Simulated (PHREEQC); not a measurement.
Make-up at 42 °C: 0.072 mol/kgw HF, 0.054 mol/kgw H2SiF6, 0.00019 mol/kgw H3BO3 and 0.26 mol/kgw HCl. Closed to the air; pH follows from the charge balance.

Computed with PHREEQC (ion-association model, phreeqc.dat).

```csv
quantity,before,after
pH,0.55,0.55
ionic strength (mol/kgw),0.422,0.419
F- (mol/kgw),0.000211,6.23e-5
HF2- (mol/kgw),6.16e-5,5.33e-6
```

### Question
What was changed between the two runs?
A) temperature from 42 to 60 °C
B) diluted 100-fold with water
C) H2SiF6 left out
D) HF from 0.072 to 0.0144 mol/kgw
E) HCl left out

### Answer
D, HF from 0.072 to 0.0144 mol/kgw

Precipitation was switched off in this run. Some of these states are supersaturated (in Quartz (slow to form), Chalcedony (slow to form), for instance). Away from 25 °C the constants follow the database's enthalpies or fits; those with neither stay at their 25 °C values. SiF6-2 is the database's only silicon fluoride. Real BF4- forms and hydrolyses slowly; the run takes it at equilibrium.
